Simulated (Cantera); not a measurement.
# N2O furnace oxynitridation

An isothermal, constant-pressure homogeneous reactor starts with N₂O : H₂O = 1 : 0.075 (molar parts), at 1025 K and 1.01 bar.

Detailed kinetics in Cantera: GRI-Mech 3.0 (53 species, 325 reactions). GRI-Mech 3.0 was tuned for natural gas; its chemistry of N2O as a main component is partial and can be far from experiment. The mechanism lacks the step 2 NO + O2 → 2 NO2, which can matter for NO2 below about 1400 K. The temperature is held fixed by assumption; the heat of reaction is taken as removed at once.

```tsv
t (s)	x N₂O	x H₂O	x O	x NO₂	x OH	x H₂O₂
0.000200	0.930	0.0698	8.70e-8	2.38e-12	9.73e-8	1.04e-12
0.000570	0.930	0.0698	8.69e-8	9.78e-11	2.54e-7	2.73e-11
0.00162	0.930	0.0698	8.69e-8	4.86e-9	5.16e-7	9.59e-10
0.00462	0.930	0.0698	8.67e-8	1.52e-7	6.75e-7	2.59e-8
0.0132	0.930	0.0698	8.66e-8	1.81e-6	8.44e-7	1.04e-7
0.0375	0.929	0.0697	8.63e-8	9.94e-6	1.03e-6	7.75e-8
0.107	0.928	0.0697	8.49e-8	3.80e-5	1.20e-6	5.18e-8
0.304	0.924	0.0696	8.14e-8	0.000110	1.45e-6	3.40e-8
0.866	0.912	0.0693	7.55e-8	0.000240	1.84e-6	2.37e-8
2.47	0.879	0.0686	6.87e-8	0.000396	2.27e-6	2.35e-8
7.02	0.797	0.0666	6.16e-8	0.000515	2.53e-6	2.59e-8
20.0	0.618	0.0623	5.21e-8	0.000558	2.47e-6	2.44e-8
```
x: mole fraction; the columns are a selection and need not sum to one.

Equilibrium at this temperature and pressure: N₂O 3.29e-9, H₂O 0.0476, O 1.86e-10, NO₂ 2.54e-6, OH 1.42e-7, H₂O₂ 1.04e-10 (gas phase only).
